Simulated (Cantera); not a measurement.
A closed system holds: 1 mol CHF3, a varied amount of H2, 0.022 mol CH4, held at 3400 K and 0.180 bar.

Equilibrium computed with Cantera from the NASA thermochemical tables; the gas is ideal and each condensed phase is pure. Candidate condensed phases: C, C6H6, C7H8, C8H18; 95 gas species. The numbers say what is thermodynamically allowed, not how fast it happens.

Question: At 2.2 mol H2, list the 7 most abundant gas species with their mole fractions, and the condensed phases.

Answer: HF 0.519, H 0.304, H2 0.0760, C3 0.0392, F 0.0244, C2H 0.00980, C2H2 (acetylene) 0.00865. Condensed: gas only.
